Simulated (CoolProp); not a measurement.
Saturation properties of CHF3 (R23) (Tc = 299.3 K, pc = 48.32 bar, ω = 0.263).

Model: reference Helmholtz-energy equation of state, Penoncello 2003, in CoolProp.

| T (K) | p (bar) | enthalpy of vaporisation (kJ/kg) | vapour viscosity (µPa s) | liquid conductivity (mW/(m K)) |
|---|---|---|---|---|
| 199.8 | 1.631 | 232.1 | 9.94 | 128 |
| 206.3 | 2.263 | 226.3 | 10.3 | 123 |
| 212.8 | 3.070 | 220.3 | 10.7 | 118 |
| 219.3 | 4.081 | 213.9 | 11.0 | 113 |
| 225.8 | 5.328 | 207.2 | 11.4 | 109 |
| 232.4 | 6.871 | 199.9 | 11.8 | 105 |
| 238.9 | 8.697 | 192.2 | 12.1 | 101 |
| 245.4 | 10.87 | 183.8 | 12.6 | 96.6 |
| 251.9 | 13.42 | 174.8 | 13.0 | 92.6 |
| 258.4 | 16.39 | 164.8 | 13.5 | 88.5 |
| 264.9 | 19.83 | 153.8 | 14.1 | 84.2 |

It boils at 191.1 K under 1 atm.

Viscosity comes from a separate model (Shan 2000). Thermal conductivity comes from a separate model (Shan 2000).
